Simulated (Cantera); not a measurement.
An isothermal, constant-pressure homogeneous reactor starts with 4.31 % H2, 95.7 % O2, equivalence ratio 0.022, at 950 K and 20.0 Torr.

Cantera simulation using the H2/O2 subset of GRI-Mech 3.0, which has no nitrogen chemistry; the numbers are that mechanism's predictions, not measurements. Radical loss at walls, strong at low pressure, is not modelled. The temperature is held fixed by assumption; the heat of reaction is taken as removed at once.

x: mole fraction; the columns are a selection and need not sum to one.

```csv
t (s),x H2,x O2,x HO2,x H2O2,x H2O,x O
0.000400,0.0431,0.957,8.21e-11,<1e-12,1.18e-10,1.07e-10
0.00107,0.0431,0.957,3.56e-10,<1e-12,3.51e-9,2.20e-9
0.00286,0.0431,0.957,2.26e-7,2.88e-11,5.35e-6,3.19e-6
0.00765,[?],0.946,[?],[?],[?],[?]
0.0205,0.000207,0.955,6.65e-6,1.91e-7,0.0436,0.00107
0.0547,3.23e-5,0.956,2.20e-6,1.14e-7,0.0439,0.000155
0.146,5.67e-6,0.956,6.18e-7,6.45e-8,0.0440,2.44e-5
0.391,8.92e-7,0.956,1.53e-7,3.09e-8,0.0440,4.44e-6
1.05,1.13e-7,0.956,3.87e-8,1.32e-8,0.0440,9.73e-7
2.80,1.33e-8,0.956,1.09e-8,5.38e-9,0.0440,2.55e-7
7.48,2.53e-9,0.956,3.40e-9,2.18e-9,0.0440,7.67e-8
20.0,7.21e-10,0.956,[?],8.82e-10,0.0440,[?]
```

**Question.** Fill in the missing entries.

**Answer.** 
- 0.00765, x H2: 0.00294
- 0.00765, x HO2: 1.62e-5
- 0.00765, x H2O2: 4.71e-7
- 0.00765, x H2O: 0.0375
- 0.00765, x O: 0.00757
- 20.0, x HO2: 1.17e-9
- 20.0, x O: 2.51e-8
